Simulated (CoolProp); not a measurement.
Tetrahydrofuran along the isotherm 448.5 K: Z from the reference equation and from simpler models built on Tc = 540.2 K, pc = 5304 kPa, ω = 0.234; each cubic takes its own stable root.

Values from CoolProp's reference Helmholtz-energy equation of state, Fiedler 2023.

```
p (kPa)   phase  reference
-------  ------  ---------
884         gas     0.8863
1770     liquid    0.04948
2650     liquid    0.07374
3540     liquid    0.09807
4420     liquid     0.1219
5300     liquid     0.1456
6190     liquid     0.1694
7070     liquid     0.1928
7960     liquid     0.2163
```

Question: How far does each simpler model (van der Waals, Redlich-Kwong, Soave-Redlich-Kwong) lie from the reference over these 9 states: mean and median of the absolute difference, and the worst?

Answer: 
- van der Waals: mean 217.8 %, median 58.0 %, worst +1547.3 % at 448.5 K and 1770 kPa
- Redlich-Kwong: mean 13.2 %, median 14.3 %, worst +17.1 % at 448.5 K and 1770 kPa
- Soave-Redlich-Kwong: mean 9.1 %, median 10.0 %, worst +11.5 % at 448.5 K and 1770 kPa

At some of these states van der Waals gives the other phase, because its saturation line lies elsewhere.
